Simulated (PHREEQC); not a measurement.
Solution (93 °C): 0.046 mol ZnCl2, 0.0025 mol NaCl and 2.5e-05 mol FeSO4 per kg of water. Closed to the air; pH follows from the charge balance.

Model: ion-association model, phreeqc.dat, run in PHREEQC.

This is a speciation only: nothing precipitates in the calculation.

Task: Predict the pH, density, ionic strength.

Result: pH 4.59; density 0.969 g/cm³; ionic strength 0.0991 mol/kgw.

Task: In which forms is Cl present?

Result: Cl- 77 %, ZnCl+ 20 %, ZnCl2 2.1 % of the Cl.

At this temperature some constants are extrapolated from 25 °C, and those without enthalpy data are left unchanged.
